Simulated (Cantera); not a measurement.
A Cantera script and what it prints.

```python
import numpy as np
import cantera as ct

gas_names = """
    CL CL2 H HCL H2 Si SiCL SiCL2 SiCL3 SiCL4 SiH SiHCL3 SiH2 SiH2CL2 SiH3 SiH3CL SiH4 Si2 Si3
""".split()
cond_names = """
    Si(cr) Si(L)
""".split()


# ... load() reads the species with a 1 bar reference pressure and builds the phases ...
atoms = {
    'SiHCl3': {'Si': 1, 'H': 1, 'CL': 3},
    'Cl2': {'CL': 2},
    'H2': {'H': 2},
}
top_T = {}  # K; cautious upper limits of use, not melting points


# ... equilibrate(T, P, feed) seeds the gas with the atoms and calls Mixture.equilibrate('TP', solver="vcs", rtol=1e-11, max_steps=5000) ...
results = []
T = 1323.15  # K
P = 23000  # Pa
for m in [26, 33, 43, 55, 72, 93, 120, 160, 200, 260, 340, 440]:
    feed = {'SiHCl3': 1, 'Cl2': 0.0069, 'H2': m}  # mol
    mix = equilibrate(T, P, feed)
    results.append((T, P, feed, dict(zip(mix.species_names, mix.species_moles))))

top = {s: max(r[3][s] / sum(r[3][g] for g in gas_names) for r in results) for s in gas_names}
cols = sorted((s for s in top if top[s] > 1e-06), key=lambda s: -top[s])[:7]
seen = [c for c in cond_names if any(r[3].get(c, 0) > 1e-12 for r in results)]
print("log10 of partial pressures in bar; condensed amounts in mol")
print(f"{'n(H2)':>10s}" + "".join(f"{s[:9]:>10s}" for s in cols + seen))
for T, P, feed, n in results:
    ng = sum(n[g] for g in gas_names)
    print(f"{feed['H2']:10.4g}" + "".join(f"{np.log10(max(n[s] / ng * P / 1e5, 1e-99)):10.3f}" for s in cols)
          + "".join(f"{n.get(c, 0):10.4g}" for c in seen))
```

Result:

```
log10 of partial pressures in bar; condensed amounts in mol
     n(H2)        H2       HCL     SiCL2     SiCL4    SiHCL3     SiCL3   SiH2CL2    Si(cr)
        26    -0.673    -1.880    -2.650    -3.080    -3.167    -3.234    -4.098    0.4663
        33    -0.667    -1.932    -2.760    -3.300    -3.329    -3.399    -4.203    0.5197
        43    -0.662    -1.997    -2.894    -3.568    -3.528    -3.600    -4.332    0.5821
        55    -0.658    -2.063    -3.031    -3.842    -3.732    -3.806    -4.465    0.6407
        72    -0.654    -2.143    -3.195    -4.170    -3.975    -4.051    -4.625    0.7024
        93    -0.651    -2.226    -3.363    -4.507    -4.227    -4.304    -4.790    0.7561
       120    -0.648    -2.314    -3.542    -4.865    -4.494    -4.572    -4.966    0.8031
       160    -0.646    -2.419    -3.756    -5.291    -4.812    -4.892    -5.177    0.8476
       200    -0.644    -2.504    -3.928    -5.635    -5.070    -5.150    -5.348    0.8759
       260    -0.643    -2.608    -4.136    -6.051    -5.381    -5.462    -5.555    0.9031
       340    -0.642    -2.716    -4.353    -6.487    -5.707    -5.789    -5.771     0.925
       440    -0.641    -2.822    -4.566    -6.913    -6.026    -6.108    -5.983    0.9415
```

Cantera equilibrium calculation (NASA polynomials, part measured and part estimated; ideal gas, pure solids and liquids). The tables' values for SiCl3 are old estimates; treat these amounts as uncertain.
